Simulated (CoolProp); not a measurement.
Model: reference Helmholtz-energy equation of state, Pan 2012, in CoolProp.

### Question
For R236FA, give the phase and the density (kg/m³), cv (kJ/(kg K)), Joule-Thomson coefficient (K/MPa), viscosity (µPa s) at 317.5 K and 46.5 bar.

### Answer
- 317.5 K and 46.5 bar: liquid; density 1320, cv 0.887, Joule-Thomson coefficient -0.107, viscosity 247

Viscosity comes from a separate model (Huber 2003), an estimate that may be off by 10 % or more.
